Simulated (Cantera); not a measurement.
**Low-pressure radical oxidation in H2/O2**

An isothermal, constant-pressure homogeneous reactor starts with H2 : O2 = 0.0096 : 1 (molar parts), at 1150 K and 2670 Pa.

Model: GRI-Mech 3.0 (53 species, 325 reactions), integrated in Cantera. Radical loss at walls, strong at low pressure, is not modelled.

```tsv
t (s)	x H2	x O2	x H2O2	x HO2	x H
6.00e-5	0.00951	0.990	<1e-12	3.88e-10	1.74e-10
0.000330	0.00951	0.990	<1e-12	2.15e-9	5.82e-10
0.00181	0.00951	0.990	1.17e-11	1.73e-8	6.86e-8
0.00996	5.10e-5	0.983	4.18e-8	2.12e-6	0.000376
0.0548	1.49e-5	0.988	3.36e-8	1.31e-6	8.61e-5
0.301	1.52e-6	0.990	1.93e-8	3.69e-7	2.89e-6
1.65	8.14e-8	0.990	3.83e-9	4.53e-8	3.82e-8
9.10	5.99e-9	0.990	4.45e-10	5.17e-9	8.02e-10
50.0	7.33e-10	0.990	6.30e-11	2.30e-9	3.54e-11
```
x: mole fraction; the columns are a selection and need not sum to one.

Equilibrium at this temperature and pressure: H2 2.54e-10, O2 0.990, H2O2 2.33e-11, HO2 3.00e-9, H 7.33e-12 (gas phase only).
